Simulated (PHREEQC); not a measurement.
Dissolve 2.3 mmol/kgw Cu(NO3)2 at 25 °C. Closed to the air; pH follows from the charge balance.

Model: ion-association model, wateq4f.dat, run in PHREEQC.

Each row changes one thing in this solution. No solid was allowed to form.

```tsv
case	pH	ionic strength (mol/kgw)
as made	5.10	0.00690
Cu(NO3)2 replaced by Pb(NO3)2 at the same molality	5.24	0.00669
Cu(NO3)2 from 0.0023 to 0.00046 mol/kgw	5.45	0.00138
Cu(NO3)2 replaced by Cu(BF4)2 at the same molality	(withheld)	0.00787
diluted 5-fold with water	5.45	0.00138
diluted 2-fold with water	(withheld)	0.00345
Cu(NO3)2 from 0.0023 to 0.00345 mol/kgw	(withheld)	(withheld)
```

Question: Fill in the missing entries.

Answer: 
- Cu(NO3)2 replaced by Cu(BF4)2 at the same molality, pH: 3.00
- diluted 2-fold with water, pH: 5.26
- Cu(NO3)2 from 0.0023 to 0.00345 mol/kgw, pH: 5.00
- Cu(NO3)2 from 0.0023 to 0.00345 mol/kgw, ionic strength (mol/kgw): 0.0103

Species that the database lacks are ignored. Real BF4- forms and hydrolyses slowly; the run takes it at equilibrium.
